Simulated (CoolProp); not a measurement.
Vapour-liquid equilibrium of propylene (1) + propane (2) at 2.39 MPa; x and y are mole fractions of (1).

Model: multi-fluid Helmholtz-energy mixture model, Lemmon 2013 and Lemmon 2009; pair parameters Bell 2016, in CoolProp.

Q: Give the bubble temperature and the first vapour's composition at x = 0.05, 0.2, 0.275. Is there an azeotrope?

A: x = 0.05: 338.5 K, y = 0.057; x = 0.2: 336.7 K, y = 0.221; x = 0.275: 335.9 K, y = 0.299. No azeotrope shows between x = 0.05 and 0.95.

Pair parameters are fitted to limited data, so mixtures are less certain than the pure fluids.
